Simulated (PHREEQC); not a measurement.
A solution holds 0.014 mol/kgw LiOH and 0.00012 mol/kgw H4SiO4, at 20 °C. Closed to the air; pH follows from the charge balance.

Model: ion-association model, wateq4f.dat, run in PHREEQC.

Precipitation was switched off in this run.

Estimate the pH.

pH 12.26.

In which forms is Si present?

H3SiO4- 89 %, H2SiO4-2 11 % of the Si.
